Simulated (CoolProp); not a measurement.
Vapour-liquid equilibrium of toluene (1) + ethylbenzene (2) at 472.4 K; x and y are mole fractions of (1).

Computed with CoolProp (multi-fluid Helmholtz-energy mixture model, Lemmon 2006 and Zhou 2012; pair parameters Bell 2016).

| x | bubble pressure, mixture model (MPa) | bubble pressure, Raoult's law (MPa) | y, mixture model | y, Raoult's law |
|---|---|---|---|---|
| 0.05 | 0.4412 | 0.4414 | 0.079 | 0.084 |
| 0.15 | 0.4711 | 0.4729 | 0.220 | 0.235 |
| 0.25 | 0.5003 | 0.5043 | 0.344 | 0.367 |
| 0.35 | 0.5295 | 0.5358 | 0.457 | 0.484 |
| 0.45 | 0.5590 | 0.5672 | 0.561 | 0.587 |
| 0.55 | 0.5892 | 0.5987 | 0.657 | 0.680 |
| 0.65 | 0.6205 | 0.6301 | 0.745 | 0.764 |
| 0.75 | 0.6531 | 0.6616 | 0.827 | 0.839 |
| 0.85 | 0.6870 | 0.6930 | 0.902 | 0.908 |
| 0.95 | 0.7222 | 0.7245 | 0.969 | 0.971 |

The largest gap from Raoult's law is -1.6 % in bubble pressure, at x = 0.55. No azeotrope shows between x = 0.05 and 0.95.

Pair parameters are fitted to limited data, so mixtures are less certain than the pure fluids.
